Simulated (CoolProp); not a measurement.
The numbers come from the reference Helmholtz-energy equation of state, Thol 2017 in CoolProp.

**Question.** For octamethyltrisiloxane (MDM), give the phase and the density (kg/m³), cp (kJ/(kg K)), cv (kJ/(kg K)), fugacity coefficient at 575 K and 15.8 bar.

**Answer.** 
- 575 K and 15.8 bar: supercritical; density 201, cp 4.76, cv 2.18, fugacity coefficient 0.654
